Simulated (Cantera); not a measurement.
Input (Python, Cantera):

```python
import numpy as np
import cantera as ct

gas = ct.Solution("gri30.yaml")
gas.TPX = 448, 101325, {'CH4': 1, 'O2': 2.56, 'N2': 9.64}
inlet = ct.Reservoir(gas, clone=True)
gas.equilibrate("HP")  # start burning
reactor = ct.IdealGasConstPressureReactor(gas, energy="on", clone=False)
exhaust = ct.Reservoir(gas, clone=True)
tau = [0.034, 0.018, 0.0092, 0.0048, 0.0025, 0.0013, 0.00068, 0.00035, 0.00018, 9.6e-05][0]
for a, b in ((inlet, reactor), (reactor, exhaust)):
    ct.MassFlowController(a, b, mdot=lambda t: reactor.mass / tau)
net = ct.ReactorNet([reactor])
show = ['CH4', 'O2', 'NO', 'CH2O', 'H2']

rows = []
print(f"{'tau/s':>10s}{'T/K':>9s}" + "".join(f"{s:>11s}" for s in show))
for tau in [0.034, 0.018, 0.0092, 0.0048, 0.0025, 0.0013, 0.00068, 0.00035, 0.00018, 9.6e-05]:
    net.initial_time = 0.0
    net.advance(30 * tau)
    before = gas.X
    net.advance(40 * tau)
    drift = np.max(np.abs(gas.X - before) / (gas.X + 1e-9))
    rows.append([gas.T, *gas[show].X, drift])
    print(f"{tau:10.3e}{gas.T:9.1f}" + "".join(f"{x:11.3e}" for x in gas[show].X))
```

Result:

```
     tau/s      T/K        CH4         O2         NO       CH2O         H2
 3.400e-02   2056.2  1.043e-05  4.261e-02  2.038e-04  1.574e-06  7.972e-04
 1.800e-02   2045.1  1.629e-05  4.294e-02  1.510e-04  2.497e-06  1.082e-03
 9.200e-03   2028.1  2.566e-05  4.346e-02  1.124e-04  3.961e-06  1.526e-03
 4.800e-03   2005.3  3.983e-05  4.420e-02  8.512e-05  6.104e-06  2.124e-03
 2.500e-03   1975.3  6.267e-05  4.521e-02  6.474e-05  9.381e-06  2.904e-03
 1.300e-03   1937.5  1.011e-04  4.657e-02  4.948e-05  1.453e-05  3.858e-03
 6.800e-04   1892.2  1.688e-04  4.835e-02  3.770e-05  2.290e-05  4.935e-03
 3.500e-04   1837.3  3.027e-04  5.087e-02  2.752e-05  3.805e-05  6.103e-03
 1.800e-04   1771.8  6.018e-04  5.479e-02  1.827e-05  6.853e-05  7.271e-03
 9.600e-05   1688.2  1.463e-03  6.214e-02  9.685e-06  1.444e-04  8.555e-03
```

Model: GRI-Mech 3.0 (53 species, 325 reactions), integrated in Cantera.
